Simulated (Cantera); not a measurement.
A closed system holds: 1 mol Si, 0.44 mol CO2, 6.6 mol H2, equilibrated at 1275 °C and 0.133 bar.

Equilibrium computed with Cantera from the NASA thermochemical tables; the gas is ideal and each condensed phase is pure. Candidate condensed phases: C, C6H6, C7H8, C8H18, H2O, Si, SiC, SiO2; 123 gas species. Mutual solubility and eutectic melting of coexisting phases are not modelled. The tables hold silica as quartz up to 1696 K and as liquid above; real silica turns to tridymite and cristobalite and melts near 1996 K. Rates play no part.

Problem. What is the equilibrium state?

Solution. 
* **x(H2)**: 0.991
* **x(SiO)**: 0.00906
* **x(CO)**: 0.000291
* **x(H)**: 8.39e-5
* **x(H2O)**: 5.39e-6
* **x(SiH2)**: 2.70e-6
* **x(CH4)**: 2.35e-6
* **n(Si(s))**: 0.0927 mol
* **n(SiC(s))**: 0.438 mol
* **n(SiO2(β-quartz))**: 0.409 mol
* **gas amount**: 6.663 mol
* **log10 activity of C(graphite) (absent)**: -2.06
